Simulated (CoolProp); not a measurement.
Vapour-liquid equilibrium of ethane (1) + n-pentane (2) at 277 kPa; x and y are mole fractions of (1).

Computed with CoolProp (multi-fluid Helmholtz-energy mixture model, Bücker 2006 and Thol 2019; pair parameters Kunz 2012).

| x | bubble temperature, mixture model (°C) | bubble temperature, Raoult's law (°C) | y, mixture model | y, Raoult's law |
|---|---|---|---|---|
| 0.05 | 34.1 | 25.4 | 0.655 | 0.762 |
| 0.15 | -9.7 | -11.9 | 0.947 | 0.958 |
| 0.25 | -29.6 | -29.1 | 0.983 | 0.985 |
| 0.35 | -40.8 | -39.7 | 0.993 | 0.993 |
| 0.45 | -48.1 | -47.0 | 0.996 | 0.997 |
| 0.55 | -53.4 | -52.6 | 0.998 | 0.998 |
| 0.65 | -57.5 | -57.0 | 0.999 | 0.999 |
| 0.75 | -60.8 | -60.7 | 0.999 | 0.999 |
| 0.85 | -63.7 | -63.7 | 1.000 | 1.000 |
| 0.95 | -66.3 | -66.4 | 1.000 | 1.000 |

The largest gap from Raoult's law is +8.7 K in bubble temperature, at x = 0.05. No azeotrope shows between x = 0.05 and 0.95.

Pair parameters are fitted to limited data, so mixtures are less certain than the pure fluids. The gap from Raoult's law changes sign with composition, which may be real or a fault of the pair parameters; it wasn't checked against measurements.
